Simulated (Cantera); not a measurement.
## Equilibrium for boron, boron nitride and boron oxide: BCl₃ + NH₃

Charge: 1 mol BCl₃, 1.2 mol NH₃, held at 73.0 mbar.

Cantera equilibrium calculation (NASA polynomials, part measured and part estimated; ideal gas, pure solids and liquids). Candidate condensed phases: B, BN, NH₄Cl; 21 gas species. The tables' values for BCl₂, BCl are old estimates; treat these amounts as uncertain. Gases not in the tables: BHCl₂. The numbers say what is thermodynamically allowed, not how fast it happens.

| T (K) | x HCl | x H₂ | x N₂ | x BCl₃ | x BCl₂ | n BN(s) |
|---|---|---|---|---|---|---|
| 1150 | 0.878 | 0.0905 | 0.0302 | 0.00149 | 1.22e-8 | 0.995 |
| 1225 | 0.873 | 0.0931 | 0.0310 | 0.00321 | 1.14e-7 | 0.989 |
| 1300 | 0.864 | 0.0972 | 0.0324 | 0.00601 | 7.93e-7 | 0.980 |
| 1375 | 0.853 | 0.103 | 0.0344 | 0.00993 | 4.27e-6 | 0.966 |
| 1450 | 0.838 | 0.111 | 0.0368 | 0.0148 | 1.86e-5 | 0.949 |
| 1525 | 0.820 | 0.119 | 0.0397 | 0.0205 | 6.79e-5 | 0.930 |
| 1600 | 0.801 | 0.128 | 0.0428 | 0.0266 | 0.000214 | 0.909 |
| 1675 | 0.781 | 0.138 | 0.0462 | 0.0328 | 0.000598 | 0.886 |
| 1750 | 0.759 | 0.149 | 0.0498 | 0.0389 | 0.00150 | 0.861 |
| 1825 | 0.735 | 0.159 | 0.0539 | 0.0441 | 0.00342 | 0.832 |
| 1900 | 0.706 | 0.170 | 0.0591 | 0.0476 | 0.00706 | 0.794 |
x: gas mole fraction; n: condensed amount in mol.

From 1150 K to 1900 K the condensed part is BN(s). The main B-bearing gas is BCl₃ throughout. The share of B in condensed phases is highest at 1150 K (99.5 %) and lowest at 1900 K (79.4 %).
